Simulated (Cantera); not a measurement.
Feed: 1 mol SiO₂, 0.0035 mol Si, 6.4 mol N₂, held at 11.0 mbar.

Equilibrium computed with Cantera from the NASA thermochemical tables; the gas is ideal and each condensed phase is pure. Candidate condensed phases: Si, SiO₂, Si₂N₂O, Si₃N₄; 16 gas species. The tables hold silica as quartz up to 1696 K and as liquid above; real silica turns to tridymite and cristobalite and melts near 1996 K. Equilibrium is a limit: real reactors are often held back by kinetics, nucleation or transport.

Q: Which condensed phases are stable at each of these points (T (K)): 1648, 1748, 1848, 1948, 2048, 2148, 2248, 2348, 2448, 2548, 2648, 2748?

A: 
```json
[
 {"T (K)": "1648", "condensed phases": "SiO₂(β-quartz)", "Si condensed (%)": "99.3"},
 {"T (K)": "1748", "condensed phases": "SiO₂(condensed)", "Si condensed (%)": "99.3"},
 {"T (K)": "1848", "condensed phases": "SiO₂(condensed)", "Si condensed (%)": "99.3"},
 {"T (K)": "1948", "condensed phases": "SiO₂(condensed)", "Si condensed (%)": "99.2"},
 {"T (K)": "2048", "condensed phases": "SiO₂(l)", "Si condensed (%)": "98.3"},
 {"T (K)": "2148", "condensed phases": "SiO₂(l)", "Si condensed (%)": "94.3"},
 {"T (K)": "2248", "condensed phases": "SiO₂(l)", "Si condensed (%)": "80.1"},
 {"T (K)": "2348", "condensed phases": "SiO₂(l)", "Si condensed (%)": "30.9"},
 {"T (K)": "2448", "condensed phases": "gas only", "Si condensed (%)": "0.0"},
 {"T (K)": "2548", "condensed phases": "gas only", "Si condensed (%)": "0.0"},
 {"T (K)": "2648", "condensed phases": "gas only", "Si condensed (%)": "0.0"},
 {"T (K)": "2748", "condensed phases": "gas only", "Si condensed (%)": "0.0"}
]
```

At 1648 K the condensed part is SiO₂(β-quartz). From 1748 K to 1948 K the condensed part is SiO₂(condensed). From 2048 K to 2348 K the condensed part is SiO₂(l). From 2448 K to 2748 K nothing is condensed.
